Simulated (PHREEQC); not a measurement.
A solution holds 0.23 mol KOH and 9.6e-06 mol CO2 per kg of water, at 61 °C. Closed to the air; pH follows from the charge balance.

Model: ion-association model, phreeqc.dat, run in PHREEQC.

Each row changes one thing in this solution. No solid was allowed to form.

| case | pH | ionic strength (mol/kgw) |
|---|---|---|
| as made | 12.19 | 0.230 |
| CO2 left out | 12.19 | 0.230 |
| 0.011 mol/kgw KCl added | 12.19 | 0.241 |
| KOH left out | 5.70 | 2.01e-6 |
| KOH from 0.23 to 0.115 mol/kgw | 11.92 | 0.115 |
| KOH replaced by K2SO4 at the same molality | 6.21 | 0.490 |

At this temperature some constants are extrapolated from 25 °C, and those without enthalpy data are left unchanged.
